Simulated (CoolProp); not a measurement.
Properties of n-perfluoropentane along the isotherm -48.25 °C (Tc = 147.9 °C, pc = 2063 kPa, ω = 0.436).

Model: reference Helmholtz-energy equation of state, Gao 2022, in CoolProp.

| p (kPa) | phase | Z | expansivity (1/kK) |
|---|---|---|---|
| 833 | liquid | 0.07021 | 1.554 |
| 1670 | liquid | 0.1406 | 1.543 |
| 2500 | liquid | 0.2102 | 1.532 |
| 3330 | liquid | 0.2796 | 1.522 |
| 4170 | liquid | 0.3497 | 1.512 |
| 5000 | liquid | 0.4188 | ___ |
| 5830 | liquid | ___ | ___ |
| 6670 | liquid | ___ | 1.483 |
| 7500 | liquid | 0.6260 | 1.474 |
| 8330 | liquid | ___ | 1.465 |
| 9170 | liquid | 0.7636 | 1.456 |
| 10000 | liquid | ___ | ___ |

### Question
What belongs in the gaps?

### Answer

- 5000, expansivity (1/kK): 1.502
- 5830, Z: 0.4877
- 5830, expansivity (1/kK): 1.492
- 6670, Z: 0.5574
- 8330, Z: 0.6944
- 10000, Z: 0.8317
- 10000, expansivity (1/kK): 1.447
